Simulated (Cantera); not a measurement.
Charge: 1 mol Fe₃O₄, 2.5 mol C, 0.1 mol CO.

Equilibrium computed with Cantera from the NASA thermochemical tables; the gas is ideal and each condensed phase is pure. Candidate condensed phases: C, Fe, Fe(CO)₅, FeO, Fe₂O₃, Fe₃O₄; 15 gas species. Mutual solubility and eutectic melting of coexisting phases are not modelled. The tables' stoichiometric FeO is somewhat more stable than real wüstite, so its field is too wide. FeO: taken at fixed stoichiometry. Condensed phases not in the tables: cementite and carbon dissolved in iron. The numbers say what is thermodynamically allowed, not how fast it happens.

Question: What condenses at these points (T in K, P in Pa): (923, 3200); (1123, 1000000); (1323, 150000); (1623, 1000000); (923, 150000)?

Answer: 
| T (K) | P in Pa | condensed phases | Fe condensed (%) |
|---|---|---|---|
| 923 | 3200 | Fe + FeO | 100.0 |
| 1123 | 1000000 | C + FeO | 100.0 |
| 1323 | 150000 | Fe + FeO | 100.0 |
| 1623 | 1000000 | Fe + FeO | 100.0 |
| 923 | 150000 | C + FeO | 100.0 |
